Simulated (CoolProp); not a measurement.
Vapour-liquid equilibrium of carbon dioxide (1) + R143a (2) at 255.7 K; x and y are mole fractions of (1).

Values from CoolProp's multi-fluid Helmholtz-energy mixture model, Span 1996 and Lemmon and Jacobsen 2000; pair parameters Bell 2016.

| x | bubble pressure (MPa) | y at the bubble point | dew pressure at overall composition x (MPa) | liquid density (mol/L) |
|---|---|---|---|---|
| 0.05 | 0.4171 | 0.195 | 0.3618 | 13.17 |
| 0.125 | 0.5405 | 0.412 | 0.3885 | 13.65 |
| 0.2 | 0.6783 | 0.561 | 0.4194 | ? |
| 0.275 | 0.8242 | 0.664 | 0.4555 | 14.70 |
| 0.35 | ? | ? | ? | 15.28 |
| 0.425 | 1.118 | 0.790 | 0.5502 | 15.90 |
| 0.5 | 1.259 | 0.831 | ? | 16.56 |
| 0.575 | 1.395 | 0.864 | 0.6950 | 17.28 |
| 0.65 | 1.524 | 0.891 | 0.8009 | 18.06 |
| 0.725 | ? | 0.915 | 0.9449 | 18.93 |
| 0.8 | 1.776 | 0.938 | 1.149 | 19.90 |
| 0.875 | 1.904 | 0.960 | 1.446 | 20.99 |
| 0.95 | 2.036 | 0.984 | ? | 22.23 |

Fill in the missing entries.


- 0.2, liquid density (mol/L): 14.16
- 0.35, bubble pressure (MPa): 0.9724
- 0.35, y at the bubble point: 0.737
- 0.35, dew pressure at overall composition x (MPa): 0.4984
- 0.5, dew pressure at overall composition x (MPa): 0.6141
- 0.725, bubble pressure (MPa): 1.651
- 0.95, dew pressure at overall composition x (MPa): 1.845

No azeotrope shows between x = 0.05 and 0.95.

Pair parameters are fitted to limited data, so mixtures are less certain than the pure fluids. The gap from Raoult's law changes sign with composition, which may be real or a fault of the pair parameters; it wasn't checked against measurements.
